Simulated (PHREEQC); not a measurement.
Buffer: speciation

Make-up at 20 °C: 0.21 mol NaH2PO4 and 0.058 mol NaOH per kg of water. Closed to the air; pH follows from the charge balance.

Model: ion-association model, wateq4f.dat, run in PHREEQC.

```
Property                  Result
-----------------  -------------
pH                          6.30
ionic strength     0.312 mol/kgw
activity of water          0.992
total alkalinity     58.0 meq/kg
```

| species | molality | activity | log γ |
|---|---|---|---|
| Na+ | 0.261 | 0.189 | -0.140 |
| H2PO4- | 0.152 | 0.110 | -0.142 |
| HPO4-2 | 0.0513 | 0.0132 | -0.590 |
| NaHPO4- | 0.00675 | 0.00486 | -0.142 |
| H3PO4 | 7.09e-6 | 7.62e-6 | 0.031 |
| H+ | 6.42e-7 | 5.02e-7 | -0.107 |
| PO4-3 | 2.27e-7 | 1.07e-8 | -1.328 |
| OH- | 1.99e-8 | 1.34e-8 | -0.172 |

This is a speciation only: nothing precipitates in the calculation. H3PO4, which wateq4f.dat lacks, is added to it with the constant of phreeqc.dat.
